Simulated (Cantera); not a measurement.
Input: 1 mol MgO, 0.8 mol H2S, 0.63 mol N2, at 1750 K and 12.0 Torr.

Equilibrium computed with Cantera from the NASA thermochemical tables; the gas is ideal and each condensed phase is pure. Candidate condensed phases: H2O, H2SO4, Mg, MgO, Mg(OH)2, MgS, MgSO4, S; 43 gas species. Mutual solubility and eutectic melting of coexisting phases are not modelled. Equilibrium is a limit: real reactors are often held back by kinetics, nucleation or transport.

Base state: H2 0.402, N2 0.349, S2 0.198, H2S 0.0291, SH 0.0107, H2O 0.00662, S 0.00172, H 0.00117 (mole fractions); condensed: MgO(s) + MgS(s).

Q: What changes in the equilibrium state with this change: temperature from 1750 K to 1375 K?

A: 
```json
[
 {"species": "N2", "before": "0.349", "after": "0.367"},
 {"species": "H2", "before": "0.402", "after": "0.331"},
 {"species": "S2", "before": "0.198", "after": "0.165"},
 {"species": "H2S", "before": "0.0291", "after": "0.120"},
 {"species": "SH", "before": "0.0107", "after": "0.00220"},
 {"species": "H2O", "before": "0.00662", "after": "0.0149"},
 {"species": "Mg", "before": "0.000953", "after": "4.05e-8"},
 {"species": "MgS", "before": "0.000123", "after": "1.31e-8"},
 {"species": "H", "before": "0.00117", "after": "1.56e-5"},
 {"species": "MgO(s), mol", "before": "0.988", "after": "0.974"},
 {"species": "MgS(s), mol", "before": "0.0104", "after": "0.0256"}
]
```
